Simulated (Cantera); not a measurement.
A closed system holds: 1 mol MgO, 6.7 mol NF3, equilibrated at 1675 K and 6.70 Pa.

Method: chemical equilibrium by Gibbs-energy minimisation in Cantera with the NASA 1993 tables (ideal gas, pure condensed phases). Candidate condensed phases: Mg, MgF2, MgO; 24 gas species. Rates play no part.

Base state: F 0.788, N2 0.146, MgF2 0.0436, O2 0.0213, O 0.000609, NO 0.000361 (mole fractions); condensed: gas only.

**Question.** What changes in the equilibrium state with this change: MgO replaced by CuO?

**Answer.** 
| species | before | after |
|---|---|---|
| F | 0.788 | 0.794 |
| N2 | 0.146 | 0.142 |
| CuF | 0 | 0.0269 |
| MgF2 | 0.0436 | 0 |
| CuF2 | 0 | 0.0154 |
| O2 | 0.0213 | 0.0207 |
| NO | 0.000361 | 0.000351 |
| O | 0.000609 | 0.000601 |
Further candidate phases: Cu, CuF2, CuO, Cu2O.
